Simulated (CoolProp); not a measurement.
Saturation properties of fluorine (Tc = -128.7 °C, pc = 5.240 MPa, ω = 0.045).

Values from CoolProp's reference Helmholtz-energy equation of state, de Reuck 1990.

| T (°C) | p (MPa) | vapour density (kg/m³) | surface tension (mN/m) |
|---|---|---|---|
| -201.25 | 0.01657 | 1.064 | 17.2 |
| -196.45 | 0.03476 | 2.106 | 15.8 |
| -191.75 | 0.06544 | 3.771 | 14.5 |
| -186.95 | 0.1155 | 6.368 | 13.2 |
| -182.15 | 0.1912 | 10.14 | 11.8 |
| -177.35 | 0.2996 | 15.40 | 10.6 |
| -172.55 | 0.4486 | 22.49 | 9.31 |
| -167.75 | 0.6463 | 31.83 | 8.08 |
| -162.95 | 0.9010 | 43.90 | 6.89 |
| -158.15 | 1.221 | 59.39 | 5.73 |
| -153.35 | 1.616 | 79.23 | 4.61 |
| -148.55 | 2.095 | 104.9 | 3.54 |

It boils at -188.1 °C under 1 atm.

Surface tension comes from a separate correlation (Mulero 2012).
